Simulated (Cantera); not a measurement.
**Adiabatic ignition**

An adiabatic, constant-volume homogeneous reactor starts with 27.3 % CH4, 15.3 % O2, 57.4 % N2, at 1475 K and 0.650 bar.

Model: GRI-Mech 3.0 (53 species, 325 reactions), integrated in Cantera.

```csv
t (s),T (K),P (bar),x CH4,x O2,x CH2,x CH3,x CH2CO,x N2O
3.00e-6,1475,0.650,0.273,0.153,<1e-12,5.22e-7,<1e-12,<1e-12
7.98e-6,1475,0.650,0.273,0.153,<1e-12,1.45e-6,<1e-12,<1e-12
2.12e-5,1475,0.650,0.273,0.153,<1e-12,4.20e-6,<1e-12,2.83e-12
5.64e-5,1475,0.650,0.273,0.153,4.52e-12,1.35e-5,<1e-12,1.69e-11
0.000150,1475,0.650,0.273,0.153,5.03e-11,4.84e-5,1.85e-11,8.15e-11
0.000399,1475,0.650,0.272,0.153,3.79e-10,0.000139,4.36e-9,2.63e-10
0.00106,1479,0.652,0.271,0.152,1.30e-9,0.000244,3.45e-7,9.75e-10
0.00282,1527,0.676,0.257,0.144,2.18e-8,0.000726,4.16e-5,9.17e-9
0.00751,2055,1.17,0.00545,1.01e-8,3.03e-6,0.000450,3.26e-5,1.46e-10
0.0200,2038,1.20,0.00362,3.12e-9,1.25e-6,0.000245,1.05e-5,1.96e-10
0.0531,2024,1.22,0.00203,1.03e-9,4.92e-7,0.000118,2.88e-6,2.24e-10
0.141,2013,1.23,0.000880,4.29e-10,1.68e-7,4.65e-5,6.12e-7,2.52e-10
0.376,2008,1.23,0.000166,2.77e-10,2.79e-8,8.33e-6,5.55e-8,3.10e-10
1.00,2006,1.23,3.40e-7,2.63e-10,5.58e-11,1.70e-8,7.18e-11,2.64e-10
```
x: mole fraction; the columns are a selection and need not sum to one.

```yaml
time_of_steepest_temperature_rise: 3.62 ms
temperature at 1.00 s: 2006 K
equilibrium_temperature: 2006 K
x(CH4) at 1.00 s: 3.40e-7 (gas-phase equilibrium 3.18e-8)
x(O2) at 1.00 s: 2.63e-10 (gas-phase equilibrium 2.62e-10)
x(CH2) at 1.00 s: 5.58e-11 (gas-phase equilibrium 5.24e-12)
```
